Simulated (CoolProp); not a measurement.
Methane along the isotherm -54.85 °C: fugacity coefficient from the reference equation and from simpler models built on Tc = -82.6 °C, pc = 4.599 MPa, ω = 0.011; each cubic takes its own stable root.

Values from CoolProp's reference Helmholtz-energy equation of state, Setzmann 1991.

```csv
p (MPa),phase,reference
0.0727,gas,0.9965
0.149,gas,0.9928
0.307,gas,0.9852
0.63,gas,0.9698
1.29,gas,0.9386
2.66,gas,0.8751
5.45,supercritical,0.7508
11.2,supercritical,0.5379
23,supercritical,0.3901
```

How far does each simpler model (van der Waals, Redlich-Kwong, Soave-Redlich-Kwong, Peng-Robinson) lie from the reference over these 9 states: mean and median of the absolute difference, and the worst?


- van der Waals: mean 1.2 %, median 0.2 %, worst +9.3 % at -54.85 °C and 23 MPa
- Redlich-Kwong: mean 0.6 %, median 0.2 %, worst +3.7 % at -54.85 °C and 23 MPa
- Soave-Redlich-Kwong: mean 0.7 %, median 0.1 %, worst +4.3 % at -54.85 °C and 23 MPa
- Peng-Robinson: mean 2.0 %, median 1.1 %, worst -5.5 % at -54.85 °C and 23 MPa
